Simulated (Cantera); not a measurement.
Charge: 1 mol Cr2O3, 16 mol H2, equilibrated at 0.0133 bar.

Method: chemical equilibrium by Gibbs-energy minimisation in Cantera with the NASA 1993 tables (ideal gas, pure condensed phases). Candidate condensed phases: Cr, Cr2O3, H2O; 13 gas species. Mutual solubility and eutectic melting of coexisting phases are not modelled. The numbers say what is thermodynamically allowed, not how fast it happens.

Question: At 1623 K, list the 4 most abundant gas species with their mole fractions, and the condensed phases.

Answer: H2 0.996, H2O 0.00262, H 0.000598, Cr 0.000435. Condensed: Cr(s) + Cr2O3(s).
